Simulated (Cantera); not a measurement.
An isothermal, constant-pressure homogeneous reactor starts with CH4 : H2O : N2 = 1 : 1.3 : 0.007 (molar parts), at 1700 K and 750 Torr.

Cantera simulation using GRI-Mech 3.0 (53 species, 325 reactions); the numbers are that mechanism's predictions, not measurements.

x: mole fraction; the columns are a selection and need not sum to one.

```tsv
t (s)	x CH4	x H2O	x CH3	x C2H4	x CH2	x H2
4.00e-5	0.432	0.563	0.000859	5.43e-5	?	0.000697
0.000105	0.429	0.563	0.00134	0.000468	?	0.00247
0.000276	0.418	0.561	0.00190	0.00300	?	0.0103
0.000726	0.384	0.550	0.00203	0.0110	?	0.0421
0.00191	0.314	0.521	0.00150	0.0119	?	0.117
0.00502	0.223	0.480	0.000986	0.00528	?	0.218
0.0132	0.135	0.437	0.000585	0.00293	?	0.319
0.0346	0.0703	0.392	0.000313	0.00255	?	0.401
0.0910	0.0406	0.337	0.000181	0.00246	?	0.466
0.239	0.0306	0.264	0.000129	0.00205	?	0.530
0.629	0.0226	0.186	8.87e-5	0.00136	?	0.595
1.65	0.0145	0.123	5.41e-5	0.000667	?	0.648
4.34	0.00750	0.0841	2.73e-5	0.000202	?	0.682
11.4	0.00256	0.0678	9.19e-6	2.40e-5	?	0.697
30.0	0.000357	0.0640	1.28e-6	4.49e-7	2.34e-10	0.702
```

Problem. Fill in the missing entries.

Solution. 
- 4.00e-5, x CH2: 8.15e-8
- 0.000105, x CH2: 1.95e-7
- 0.000276, x CH2: 3.91e-7
- 0.000726, x CH2: 4.82e-7
- 0.00191, x CH2: 3.54e-7
- 0.00502, x CH2: 2.65e-7
- 0.0132, x CH2: 2.04e-7
- 0.0346, x CH2: 1.57e-7
- 0.0910, x CH2: 1.13e-7
- 0.239, x CH2: 6.86e-8
- 0.629, x CH2: 3.50e-8
- 1.65, x CH2: 1.55e-8
- 4.34, x CH2: 6.12e-9
- 11.4, x CH2: 1.78e-9
